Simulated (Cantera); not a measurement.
A closed system holds: 1 mol FeS2, 2100 mol H2, held at 1875 °C and 0.133 bar.

These are equilibrium values from Cantera (NASA tables, ideal gas, pure condensed phases), not measurements of a reactor. Candidate condensed phases: Fe, FeS, FeS2, S; 8 gas species. Equilibrium is a limit: real reactors are often held back by kinetics, nucleation or transport.

Base state: H2 0.987, H 0.0114, H2S 0.000510, Fe 0.000473, SH 0.000337, S 7.51e-5, S2 1.22e-5 (mole fractions); condensed: gas only.

### Question
What changes in the equilibrium state with this change: temperature from 1875 °C to 1625 °C?

### Answer
```json
[
 {"species": "H2", "before": "0.987", "after": "0.996"},
 {"species": "H", "before": "0.0114", "after": "0.00214"},
 {"species": "H2S", "before": "0.000510", "after": "0.000774"},
 {"species": "Fe", "before": "0.000473", "after": "0.000475"},
 {"species": "S", "before": "7.51e-5", "after": "1.16e-5"},
 {"species": "SH", "before": "0.000337", "after": "0.000151"},
 {"species": "S2", "before": "1.22e-5", "after": "7.22e-6"}
]
```
